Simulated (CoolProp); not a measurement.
The numbers come from the reference Helmholtz-energy equation of state, McLinden 2015 in CoolProp.

For the fluoroketone C6F12O (FK-5-1-12), give the phase and the Z, Joule-Thomson coefficient (K/MPa) at 275.4 K and 26.1 bar; 344.3 K and 26.1 bar; 352.9 K and 26.1 bar.


- 275.4 K and 26.1 bar: liquid; Z 0.215, Joule-Thomson coefficient -0.300
- 344.3 K and 26.1 bar: liquid; Z 0.196, Joule-Thomson coefficient -0.134
- 352.9 K and 26.1 bar: liquid; Z 0.195, Joule-Thomson coefficient -0.0962
